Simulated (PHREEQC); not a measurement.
A solution holds 0.22 mol/kgw HCl, 0.0041 mol/kgw ZnSO4 and 0.0062 mol/kgw MgCl2, at 93 °C. Closed to the air; pH follows from the charge balance.

Equilibrium calculation in PHREEQC: ion-association model, phreeqc.dat.

Precipitation was switched off in this run.

Task: Estimate the pH, density.

Result: pH 0.78; density 0.968 g/cm³.

Task: In which forms is S present?

Result: HSO4- 96 %, SO4-2 3.1 %, MgSO4 1.1 % of the S.

Constants without temperature data keep their 25 °C values here.
